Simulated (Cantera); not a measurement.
Feed: 1 mol PbO, 0.62 mol O2, a varied amount of H2, at 1200 K and 43.0 mbar.

Equilibrium computed with Cantera from the NASA thermochemical tables; the gas is ideal and each condensed phase is pure. Candidate condensed phases: H2O, Pb, PbO, PbO2, Pb3O4; 12 gas species. Equilibrium is a limit: real reactors are often held back by kinetics, nucleation or transport.

x: gas mole fraction; n: condensed amount in mol.

```json
[
 {"n(H2) (mol)": "12", "x H2": "0.801", "x H2O": "0.184", "x Pb": "0.0150", "x H": "8.52e-7", "x Pb2": "5.57e-7", "x PbO": "1.11e-7", "x OH": "?", "n Pb(l)": "0.818"},
 {"n(H2) (mol)": "15", "x H2": "0.838", "x H2O": "0.147", "x Pb": "0.0150", "x H": "8.71e-7", "x Pb2": "5.57e-7", "x PbO": "8.47e-8", "x OH": "?", "n Pb(l)": "0.772"},
 {"n(H2) (mol)": "18", "x H2": "0.862", "x H2O": "0.123", "x Pb": "0.0150", "x H": "8.84e-7", "x Pb2": "5.57e-7", "x PbO": "6.86e-8", "x OH": "?", "n Pb(l)": "0.727"},
 {"n(H2) (mol)": "22", "x H2": "0.885", "x H2O": "0.100", "x Pb": "0.0150", "x H": "8.95e-7", "x Pb2": "5.57e-7", "x PbO": "5.47e-8", "x OH": "?", "n Pb(l)": "0.666"},
 {"n(H2) (mol)": "26", "x H2": "0.900", "x H2O": "0.0849", "x Pb": "0.0150", "x H": "9.03e-7", "x Pb2": "5.57e-7", "x PbO": "4.55e-8", "x OH": "?", "n Pb(l)": "0.605"},
 {"n(H2) (mol)": "32", "x H2": "0.916", "x H2O": "0.0690", "x Pb": "0.0150", "x H": "9.11e-7", "x Pb2": "5.57e-7", "x PbO": "3.63e-8", "x OH": "?", "n Pb(l)": "0.514"},
 {"n(H2) (mol)": "38", "x H2": "0.927", "x H2O": "0.0581", "x Pb": "0.0150", "x H": "9.16e-7", "x Pb2": "5.57e-7", "x PbO": "3.02e-8", "x OH": "?", "n Pb(l)": "0.423"},
 {"n(H2) (mol)": "46", "x H2": "0.937", "x H2O": "0.0480", "x Pb": "0.0150", "x H": "9.21e-7", "x Pb2": "5.57e-7", "x PbO": "2.47e-8", "x OH": "?", "n Pb(l)": "0.301"},
 {"n(H2) (mol)": "56", "x H2": "0.946", "x H2O": "0.0394", "x Pb": "0.0150", "x H": "9.25e-7", "x Pb2": "5.57e-7", "x PbO": "2.01e-8", "x OH": "?", "n Pb(l)": "0.150"},
 {"n(H2) (mol)": "68", "x H2": "0.953", "x H2O": "0.0325", "x Pb": "0.0145", "x H": "9.29e-7", "x Pb2": "5.23e-7", "x PbO": "1.59e-8", "x OH": "?", "n Pb(l)": "0"},
 {"n(H2) (mol)": "82", "x H2": "0.961", "x H2O": "0.0270", "x Pb": "0.0120", "x H": "9.33e-7", "x Pb2": "3.62e-7", "x PbO": "1.09e-8", "x OH": "?", "n Pb(l)": "0"},
 {"n(H2) (mol)": "99", "x H2": "0.968", "x H2O": "0.0224", "x Pb": "0.01000", "x H": "9.36e-7", "x Pb2": "2.49e-7", "x PbO": "7.47e-9", "x OH": "?", "n Pb(l)": "0"}
]
```

**Question.** What belongs in the gaps?

**Answer.** 
- 12, x OH: 1.56e-9
- 15, x OH: 1.22e-9
- 18, x OH: 1.00e-9
- 22, x OH: 8.10e-10
- 26, x OH: 6.80e-10
- 32, x OH: 5.48e-10
- 38, x OH: 4.58e-10
- 46, x OH: 3.77e-10
- 56, x OH: 3.08e-10
- 68, x OH: 2.53e-10
- 82, x OH: 2.09e-10
- 99, x OH: 1.73e-10
